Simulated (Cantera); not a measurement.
Adiabatic ignition

An adiabatic, constant-pressure homogeneous reactor starts with 15.8 % CO, 11.1 % H2, 7.13 % CH4, 13.9 % O2, 52.1 % N2, at 973 K and 760 Torr.

Detailed kinetics in Cantera: GRI-Mech 3.0 (53 species, 325 reactions). Below about 1000 K GRI-Mech 3.0 lacks low-temperature oxidation paths.

```json
[
 {"t (s)": "2.00e-6", "T (K)": "973", "x CO": "0.158", "x H2": "0.111", "x CH4": "0.0713", "x CH3": "1.53e-11", "x O2": "0.139"},
 {"t (s)": "4.43e-6", "T (K)": "973", "x CO": "0.158", "x H2": "0.111", "x CH4": "0.0713", "x CH3": "5.57e-11", "x O2": "0.139"},
 {"t (s)": "9.80e-6", "T (K)": "973", "x CO": "0.158", "x H2": "0.111", "x CH4": "0.0713", "x CH3": "1.87e-10", "x O2": "0.139"},
 {"t (s)": "2.17e-5", "T (K)": "973", "x CO": "0.158", "x H2": "0.111", "x CH4": "0.0713", "x CH3": "5.44e-10", "x O2": "0.139"},
 {"t (s)": "4.80e-5", "T (K)": "973", "x CO": "0.158", "x H2": "0.111", "x CH4": "0.0713", "x CH3": "1.40e-9", "x O2": "0.139"},
 {"t (s)": "0.000106", "T (K)": "973", "x CO": "0.158", "x H2": "0.111", "x CH4": "0.0713", "x CH3": "3.46e-9", "x O2": "0.139"},
 {"t (s)": "0.000235", "T (K)": "973", "x CO": "0.158", "x H2": "0.111", "x CH4": "0.0713", "x CH3": "9.19e-9", "x O2": "0.139"},
 {"t (s)": "0.000521", "T (K)": "973", "x CO": "0.158", "x H2": "0.111", "x CH4": "0.0713", "x CH3": "3.32e-8", "x O2": "0.139"},
 {"t (s)": "0.00115", "T (K)": "973", "x CO": "0.158", "x H2": "0.111", "x CH4": "0.0713", "x CH3": "3.11e-7", "x O2": "0.139"},
 {"t (s)": "0.00255", "T (K)": "976", "x CO": "0.158", "x H2": "0.111", "x CH4": "0.0711", "x CH3": "3.14e-5", "x O2": "0.138"},
 {"t (s)": "0.00565", "T (K)": "1031", "x CO": "0.159", "x H2": "0.109", "x CH4": "0.0673", "x CH3": "5.14e-5", "x O2": "0.133"},
 {"t (s)": "0.0125", "T (K)": "2359", "x CO": "0.178", "x H2": "0.0955", "x CH4": "6.04e-12", "x CH3": "4.74e-12", "x O2": "2.18e-5"},
 {"t (s)": "0.0277", "T (K)": "2359", "x CO": "0.178", "x H2": "0.0955", "x CH4": "6.15e-12", "x CH3": "4.78e-12", "x O2": "2.14e-5"},
 {"t (s)": "0.0612", "T (K)": "2358", "x CO": "0.178", "x H2": "0.0956", "x CH4": "6.18e-12", "x CH3": "4.80e-12", "x O2": "2.13e-5"},
 {"t (s)": "0.136", "T (K)": "2358", "x CO": "0.178", "x H2": "0.0956", "x CH4": "6.20e-12", "x CH3": "4.81e-12", "x O2": "2.12e-5"},
 {"t (s)": "0.300", "T (K)": "2358", "x CO": "0.178", "x H2": "0.0956", "x CH4": "6.20e-12", "x CH3": "4.81e-12", "x O2": "2.12e-5"}
]
```
x: mole fraction; the columns are a selection and need not sum to one.

```
Quantity                                                              Result
---------------------------------  -----------------------------------------
time of steepest temperature rise                                    8.16 ms
temperature at 0.300 s                                                2358 K
equilibrium temperature                                               2358 K
x(CO) at 0.300 s                         0.178 (gas-phase equilibrium 0.178)
x(H2) at 0.300 s                       0.0956 (gas-phase equilibrium 0.0956)
x(CH4) at 0.300 s                  6.20e-12 (gas-phase equilibrium 6.96e-12)
```
